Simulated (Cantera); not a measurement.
**CuO + H₂ + N₂ (hydrogen reduction and annealing atmospheres)**

Charge: 1 mol CuO, 1300 mol H₂, 0.58 mol N₂, equilibrated at 210000 Pa.

These are equilibrium values from Cantera (NASA tables, ideal gas, pure condensed phases), not measurements of a reactor. Candidate condensed phases: Cu, CuO, Cu(OH)₂, Cu₂O, H₂O; 27 gas species. Rates play no part.

```csv
T (K),x H₂,x H,x H₂O,x Cu,x N₂,x NH₃,x Cu₂,x OH,n Cu(s),n Cu(l)
873,0.999,3.23e-11,0.000769,<1e-12,0.000414,6.47e-5,<1e-12,<1e-12,1.00,0
973,0.999,7.46e-10,0.000769,2.44e-12,0.000431,3.04e-5,<1e-12,<1e-12,1.00,0
1073,0.999,9.66e-9,0.000769,1.13e-10,0.000438,1.62e-5,<1e-12,<1e-12,1.00,0
1173,0.999,8.13e-8,0.000769,2.72e-9,0.000441,9.57e-6,<1e-12,<1e-12,1.000,0
1273,0.999,4.92e-7,0.000769,3.93e-8,0.000443,6.11e-6,2.46e-12,4.36e-12,1.000,0
1373,0.999,2.30e-6,0.000769,3.76e-7,0.000444,4.15e-6,5.97e-11,3.16e-11,0,1.000
1473,0.999,8.72e-6,0.000769,2.46e-6,0.000444,2.97e-6,8.08e-10,1.75e-10,0,0.997
1573,0.999,2.80e-5,0.000769,1.26e-5,0.000445,2.22e-6,7.74e-9,7.79e-10,0,0.984
1673,0.999,7.85e-5,0.000769,5.29e-5,0.000445,1.72e-6,5.59e-8,2.91e-9,0,0.931
1773,0.998,0.000196,0.000769,0.000188,0.000445,1.37e-6,3.20e-7,9.36e-9,0,0.755
1873,0.998,0.000445,0.000768,0.000580,0.000445,1.11e-6,1.50e-6,2.66e-8,0,0.242
1973,0.997,0.000930,0.000768,0.000765,0.000445,9.28e-7,1.39e-6,6.80e-8,0,0
2073,0.996,0.00181,0.000767,0.000766,0.000445,7.87e-7,7.81e-7,1.59e-7,0,0
```
x: gas mole fraction; n: condensed amount in mol.

From 873 K to 1273 K the condensed part is Cu(s). From 1373 K to 1873 K the condensed part is Cu(l). From 1973 K to 2073 K nothing is condensed.
